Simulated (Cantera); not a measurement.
Input (Python, Cantera) and output of one run.

```python
import numpy as np
import cantera as ct

gas_names = """
    H H2 N NH NH2 NH3 N2 N2H2 N2H4 Pb Pb2
""".split()
cond_names = """
    Pb(cr) Pb(L)
""".split()


# ... load() reads the species with a 1 bar reference pressure and builds the phases ...
atoms = {
    'Pb': {'Pb': 1},
    'NH3': {'N': 1, 'H': 3},
    'N2': {'N': 2},
}
top_T = {}  # K; cautious upper limits of use, not melting points


# ... equilibrate(T, P, feed) seeds the gas with the atoms and calls Mixture.equilibrate('TP', solver="vcs", rtol=1e-11, max_steps=5000) ...
results = []
feed = {'Pb': 1, 'NH3': 0.11, 'N2': 48}  # mol
P = 1600  # Pa
for T in [1075, 1125, 1175, 1225, 1275, 1325, 1375, 1425, 1475, 1525]:
    mix = equilibrate(T, P, feed)
    results.append((T, P, feed, dict(zip(mix.species_names, mix.species_moles))))

top = {s: max(r[3][s] / sum(r[3][g] for g in gas_names) for r in results) for s in gas_names}
cols = sorted((s for s in top if top[s] > 0.0001), key=lambda s: -top[s])[:9]
seen = [c for c in cond_names if any(r[3].get(c, 0) > 1e-12 for r in results)]
print("log10 of partial pressures in bar; condensed amounts in mol")
print(f"{'T/K':>10s}" + "".join(f"{s[:9]:>10s}" for s in cols + seen))
for T, P, feed, n in results:
    ng = sum(n[g] for g in gas_names)
    print(f"{T:10.4g}" + "".join(f"{np.log10(max(n[s] / ng * P / 1e5, 1e-99)):10.3f}" for s in cols)
          + "".join(f"{n.get(c, 0):10.4g}" for c in seen))
```

Result:

```
log10 of partial pressures in bar; condensed amounts in mol
       T/K        N2        Pb        H2     Pb(L)
      1075    -1.799    -4.120    -4.264      0.77
      1125    -1.803    -3.723    -4.267    0.4229
      1175    -1.806    -3.488    -4.271         0
      1225    -1.806    -3.488    -4.271         0
      1275    -1.806    -3.488    -4.271         0
      1325    -1.806    -3.488    -4.271         0
      1375    -1.806    -3.488    -4.271         0
      1425    -1.806    -3.488    -4.271         0
      1475    -1.806    -3.488    -4.271         0
      1525    -1.806    -3.488    -4.271         0
```

Equilibrium computed with Cantera from the NASA thermochemical tables; the gas is ideal and each condensed phase is pure.
